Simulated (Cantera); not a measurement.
A closed system holds: 1 mol Fe(CO)5, 0.98 mol O2, 13 mol N2, equilibrated at 1125 K and 1 atm.

Equilibrium computed with Cantera from the NASA thermochemical tables; the gas is ideal and each condensed phase is pure. Candidate condensed phases: C, Fe, Fe(CO)5, FeO, Fe2O3, Fe3O4; 27 gas species. The tables' stoichiometric FeO is somewhat more stable than real wüstite, so its field is too wide. FeO: taken at fixed stoichiometry. Equilibrium is a limit: real reactors are often held back by kinetics, nucleation or transport.

Base state: N2 0.722, CO 0.224, CO2 0.0533 (mole fractions); condensed: FeO(s).

### Question
What changes in the equilibrium state with this change: Fe(CO)5 replaced by HgO?

### Answer
```csv
species,before,after
N2,0.722,0.840
O2,<1e-9,0.0956
Hg,0,0.0646
CO,0.224,0
CO2,0.0533,0
NO,<1e-9,7.39e-5
"FeO(s), mol",1.00,0
```
Further candidate phases: Hg, HgO.
